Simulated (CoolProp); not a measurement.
Nitrogen at 293.15 K and 2.56 MPa flows at 11 m/s in a round tube of 50 mm bore and 45 µm roughness, fully developed (64/Re and Nu = 3.66 if laminar; Colebrook and Gnielinski if turbulent). Each further row changes one setting.

Model: reference Helmholtz-energy equation of state, Span 2000, in CoolProp.

```
case             Reynolds number  Darcy friction factor  pressure drop (Pa/m)  heat-transfer coefficient (W/(m² K))  mass flow (kg/h)
---------------  ---------------  ---------------------  --------------------  ------------------------------------  ----------------
as stated                 905000                 0.0195                   698                                   972              2300
velocity 22 m/s          1810000                 0.0193                  2770                                  1930              4600
diameter 100 mm          1810000                 0.0166                   297                                   820              9190
```

Viscosity comes from a separate model (Lemmon 2004). Thermal conductivity comes from a separate model (Lemmon 2004).
